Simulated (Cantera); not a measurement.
# Adiabatic ignition

An adiabatic, constant-pressure homogeneous reactor starts with 3.54 % CH4, 20.2 % O2, 76.2 % N2, at 1773 K and 25.0 bar.

Model: GRI-Mech 3.0 (53 species, 325 reactions), integrated in Cantera. The pressure lies above the range GRI-Mech 3.0 was tuned for (to about 10 atm).

```json
[
 {"t (s)": "2.00e-6", "T (K)": "1773", "x CH4": "0.0352", "x O2": "0.202", "x N2O": "3.67e-9", "x HCN": "<1e-12", "x NO": "2.19e-11"},
 {"t (s)": "6.78e-6", "T (K)": "1830", "x CH4": "0.0259", "x O2": "0.194", "x N2O": "1.12e-7", "x HCN": "5.06e-10", "x NO": "2.30e-9"},
 {"t (s)": "2.30e-5", "T (K)": "2485", "x CH4": "<1e-12", "x O2": "0.130", "x N2O": "4.45e-6", "x HCN": "3.75e-12", "x NO": "0.000103"},
 {"t (s)": "7.79e-5", "T (K)": "2485", "x CH4": "<1e-12", "x O2": "0.130", "x N2O": "4.36e-6", "x HCN": "<1e-12", "x NO": "0.000394"},
 {"t (s)": "0.000264", "T (K)": "2483", "x CH4": "<1e-12", "x O2": "0.129", "x N2O": "4.34e-6", "x HCN": "<1e-12", "x NO": "0.00135"},
 {"t (s)": "0.000894", "T (K)": "2477", "x CH4": "<1e-12", "x O2": "0.128", "x N2O": "4.31e-6", "x HCN": "<1e-12", "x NO": "0.00420"},
 {"t (s)": "0.00303", "T (K)": "2465", "x CH4": "<1e-12", "x O2": "0.125", "x N2O": "4.27e-6", "x HCN": "<1e-12", "x NO": "0.0104"},
 {"t (s)": "0.0103", "T (K)": "2454", "x CH4": "<1e-12", "x O2": "0.122", "x N2O": "4.29e-6", "x HCN": "<1e-12", "x NO": "0.0154"},
 {"t (s)": "0.0348", "T (K)": "2453", "x CH4": "<1e-12", "x O2": "0.122", "x N2O": "4.29e-6", "x HCN": "<1e-12", "x NO": "0.0158"},
 {"t (s)": "0.118", "T (K)": "2453", "x CH4": "<1e-12", "x O2": "0.122", "x N2O": "4.29e-6", "x HCN": "<1e-12", "x NO": "0.0158"},
 {"t (s)": "0.400", "T (K)": "2453", "x CH4": "<1e-12", "x O2": "0.122", "x N2O": "4.29e-6", "x HCN": "<1e-12", "x NO": "0.0158"}
]
```
x: mole fraction; the columns are a selection and need not sum to one.

| Quantity | Value |
|---|---|
| time of steepest temperature rise | 8.76 µs |
| temperature at 0.400 s | 2453 K |
| equilibrium temperature | 2453 K |
| x(CH4) at 0.400 s | <1e-12 (gas-phase equilibrium <1e-12) |
| x(O2) at 0.400 s | 0.122 (gas-phase equilibrium 0.122) |
| x(N2O) at 0.400 s | 4.29e-6 (gas-phase equilibrium 4.29e-6) |
